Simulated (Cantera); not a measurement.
Input (Python, Cantera) and output of one run.

```python
import numpy as np
import cantera as ct

gas_names = """
    Cu CuF CuF2 CuO Cu2 F FO FO2 F2 F2O H HF HNO HNO2 HNO3 HOF HO2 H2 H2F2 H2O H2O2 H3F3 H4F4 H5F5 H6F6
    H7F7 N NF NF2 NF3 NH NH2 NH3 NH2OH NO NO2 NO3 N2 N2H2 N2H4 N2O O OH O2 O3
""".split()
cond_names = """
    Cu(cr) Cu(L) CuF2(s) CuF2(L) CuO(s) CuO2H2(s) Cu2O(s) Cu2O(L) H2O(s) H2O(L)
""".split()


def load(file, names, dense=False):
    # The tables refer to 1 bar. Condensed volumes are neglected.
    table = {s.name: s for s in ct.Species.list_from_file(file)}
    out = []
    for n in names:
        d = dict(table[n].input_data)
        d["thermo"] = dict(d["thermo"], **{"reference-pressure": 1e5})
        if dense:
            d["equation-of-state"] = {"model": "constant-volume", "density": "1e6 g/cm^3"}
        out.append(ct.Species.from_dict(d))
    return out


gas = ct.Solution(thermo="ideal-gas", species=load("nasa_gas.yaml", gas_names))
cond = {s.name: ct.Solution(thermo="fixed-stoichiometry", species=[s], name=s.name)
        for s in load("nasa_condensed.yaml", cond_names, dense=True)}
atoms = {
    'CuO': {'Cu': 1, 'O': 1},
    'HF': {'H': 1, 'F': 1},
    'N2': {'N': 2},
}
top_T = {'CuO(s)': 1390}  # K; cautious upper limits of use, not melting points


def equilibrate(T, P, feed):
    n = {}
    for name, mol in feed.items():
        for a, k in atoms[name].items():
            n[a] = n.get(a, 0.0) + k * mol
    gas.TPX = T, P, n
    mass = sum(n.values()) * gas.mean_molecular_weight
    gas.equilibrate("TP")
    valid = [c for c in cond.values() if c.min_temp <= T <= top_T.get(c.name, c.max_temp)]
    mix = ct.Mixture([(gas, mass / gas.mean_molecular_weight)] + [(c, 0.0) for c in valid])
    mix.T, mix.P = T, P
    mix.equilibrate("TP", solver="vcs", rtol=1e-11, max_steps=5000)
    return mix


results = []
feed = {'CuO': 1, 'HF': 4.4, 'N2': 0.97}  # mol
P = 100  # Pa
for T in [1123, 1223, 1323, 1423, 1523, 1623, 1723]:
    mix = equilibrate(T, P, feed)
    results.append((T, P, feed, dict(zip(mix.species_names, mix.species_moles))))

top = {s: max(r[3][s] / sum(r[3][g] for g in gas_names) for r in results) for s in gas_names}
cols = sorted((s for s in top if top[s] > 0.001), key=lambda s: -top[s])[:9]
seen = [c for c in cond_names if any(r[3].get(c, 0) > 1e-12 for r in results)]
print("log10 of partial pressures in bar; condensed amounts in mol")
print(f"{'T/K':>10s}" + "".join(f"{s[:9]:>10s}" for s in cols + seen))
for T, P, feed, n in results:
    ng = sum(n[g] for g in gas_names)
    print(f"{T:10.4g}" + "".join(f"{np.log10(max(n[s] / ng * P / 1e5, 1e-99)):10.3f}" for s in cols)
          + "".join(f"{n.get(c, 0):10.4g}" for c in seen))
```

Result:

```
log10 of partial pressures in bar; condensed amounts in mol
       T/K        HF        N2       CuF        Cu        O2       H2O        OH     Cu(L)   Cu2O(s)
      1123    -3.108    -3.763    -5.663    -9.830    -4.353    -5.916    -9.386         0    0.4935
      1223    -3.112    -3.765    -5.111    -8.251    -4.354    -5.401    -8.510         0    0.4779
      1323    -3.124    -3.768    -4.659    -6.914    -4.357    -4.957    -7.764         0    0.4371
      1423    -3.149    -3.776    -4.285    -5.769    -4.361    -4.586    -7.127         0    0.3449
      1523    -3.197    -3.798    -4.051    -4.919    -4.224    -4.353    -6.584    0.3856         0
      1623    -3.234    -3.817    -3.965    -4.312    -4.291    -4.269    -6.214         0         0
      1723    -3.224    -3.826    -4.087    -4.141    -4.252    -4.395    -5.964         0         0
```

Cantera equilibrium calculation (NASA polynomials, part measured and part estimated; ideal gas, pure solids and liquids).
